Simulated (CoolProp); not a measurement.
The fluoroketone C6F12O (FK-5-1-12) at several states: Z from the reference equation and from simpler models built on Tc = 441.8 K, pc = 1869 kPa, ω = 0.471; each cubic takes its own stable root.

Computed with CoolProp (reference Helmholtz-energy equation of state, McLinden 2015).

```
T (K)  p (kPa)   phase  reference
-----  -------  ------  ---------
175.2     4650  liquid     0.5176
270.5     32.3  liquid   0.002697
323.8      947  liquid    0.07278
```

### Question
How far does each simpler model (van der Waals, Redlich-Kwong, Soave-Redlich-Kwong, Peng-Robinson) lie from the reference over these 3 states: mean and median of the absolute difference, and the worst?

### Answer
- van der Waals: mean 12172.9 %, median 72.0 %, worst +36377.6 % at 270.5 K and 32.3 kPa
- Redlich-Kwong: mean 12050.8 %, median 17.8 %, worst +36118.0 % at 270.5 K and 32.3 kPa
- Soave-Redlich-Kwong: mean 11.0 %, median 9.7 %, worst +13.8 % at 175.2 K and 4650 kPa
- Peng-Robinson: mean 2.6 %, median 2.7 %, worst -3.3 % at 323.8 K and 947 kPa

At some of these states van der Waals, Redlich-Kwong gives the other phase, because its saturation line lies elsewhere.
